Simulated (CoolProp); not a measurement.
Hexamethyldisiloxane (MM) along the isobar 44.6 bar: Z from the reference equation and from simpler models built on Tc = 518.7 K, pc = 19.31 bar, ω = 0.418; each cubic takes its own stable root.

Computed with CoolProp (reference Helmholtz-energy equation of state, Thol 2016).

```csv
T (K),phase,reference
344.6,liquid,0.3517
355.4,liquid,0.3465
366.2,liquid,0.3419
377.1,liquid,0.3378
387.9,liquid,0.3343
398.7,liquid,0.3314
409.5,liquid,0.3289
420.4,liquid,0.3270
431.2,liquid,0.3257
442,liquid,0.3250
452.8,liquid,0.3250
463.7,liquid,0.3257
474.5,liquid,0.3272
485.3,liquid,0.3297
496.1,liquid,0.3333
```

**Question.** How far does each simpler model (van der Waals, Redlich-Kwong, Peng-Robinson) lie from the reference over these 15 states: mean and median of the absolute difference, and the worst?

**Answer.** 
- van der Waals: mean 52.5 %, median 53.2 %, worst +58.7 % at 344.6 K and 44.6 bar
- Redlich-Kwong: mean 11.7 %, median 11.6 %, worst +12.4 % at 496.1 K and 44.6 bar
- Peng-Robinson: mean 5.2 %, median 5.8 %, worst -6.2 % at 387.9 K and 44.6 bar
